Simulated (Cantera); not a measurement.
Feed: 1 mol CH₃F, 0.015 mol CH₄, held at 2573.15 K and 0.110 bar.

These are equilibrium values from Cantera (NASA tables, ideal gas, pure condensed phases), not measurements of a reactor. Candidate condensed phases: C, C₆H₆, C₇H₈, C₈H₁₈; 95 gas species. Rates play no part.

Base state: HF 0.475, H₂ 0.448, H 0.0694, C₂H₂ (acetylene) 0.00654, F 0.000185, C₂H 8.45e-5, C₄H₂ 3.95e-5, C₃ 1.36e-5 (mole fractions); condensed: C(graphite).

### Question
What changes in the equilibrium state with this change: temperature from 2573.15 K to 1525 K?

### Answer
```json
[
 {"species": "H₂", "before": "0.448", "after": "0.507"},
 {"species": "HF", "before": "0.475", "after": "0.493"},
 {"species": "CH₄", "before": "2.96e-6", "after": "6.46e-5"},
 {"species": "H", "before": "0.0694", "after": "5.08e-5"},
 {"species": "F", "before": "0.000185", "after": "1.62e-9"},
 {"species": "C₂H", "before": "8.45e-5", "after": "<1e-9"},
 {"species": "C₄H₂", "before": "3.95e-5", "after": "<1e-9"},
 {"species": "C(graphite), mol", "before": "0.987", "after": "1.01"}
]
```
